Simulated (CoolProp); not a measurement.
Vapour-liquid equilibrium of n-heptane (1) + p-xylene (2) at 0.0083 MPa; x and y are mole fractions of (1).

Model: multi-fluid Helmholtz-energy mixture model, Span 2003 and Zhou 2012; pair parameters Bell 2016, in CoolProp.

**Question.** Give the bubble temperature and the first vapour's composition at x = 0.55, 0.85, 0.95. Is there an azeotrope?

**Answer.** x = 0.55: 312.5 K, y = 0.844; x = 0.85: 306.9 K, y = 0.956; x = 0.95: 305.3 K, y = 0.986. No azeotrope shows between x = 0.05 and 0.95.

The pair parameters rest on a limited set of measurements; away from them the model extrapolates.
